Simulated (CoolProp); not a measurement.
Vapour-liquid equilibrium of R1234yf (1) + R227EA (2) at -43.75 °C; x and y are mole fractions of (1).

Model: multi-fluid Helmholtz-energy mixture model, Lemmon 2022 and Lemmon 2016; pair parameters Bell 2016, in CoolProp.

Task: Give the bubble pressure and the first vapour's composition at x = 0.05, 0.55, 0.85. Is there an azeotrope?

Result: x = 0.05: 0.02746 MPa, y = 0.096; x = 0.55: 0.04030 MPa, y = 0.702; x = 0.85: 0.04783 MPa, y = 0.915. No azeotrope shows between x = 0.05 and 0.95.

Pair parameters are fitted to limited data, so mixtures are less certain than the pure fluids.
